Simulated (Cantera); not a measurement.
Mixture: CH4 : O2 : N2 = 1 : 2.9 : 10.9 (molar parts), equivalence ratio 0.69, at 0.940 bar, adiabatic and at constant pressure. Ignition delay is the time to a rise of 400 K.

Cantera simulation using GRI-Mech 3.0 (53 species, 325 reactions); the numbers are that mechanism's predictions, not measurements.

Q: What does this change do: CH4 1 to 2.9 parts?

A: 
```csv
quantity,before,after
delay at 1000 K,0.978 s,1.75 s
delay at 1100 K,0.181 s,0.323 s
delay at 1200 K,39.7 ms,71.1 ms
delay at 1300 K,10.2 ms,18.1 ms
apparent activation energy between 1250 and 1350 K,180 kJ/mol,180 kJ/mol
```
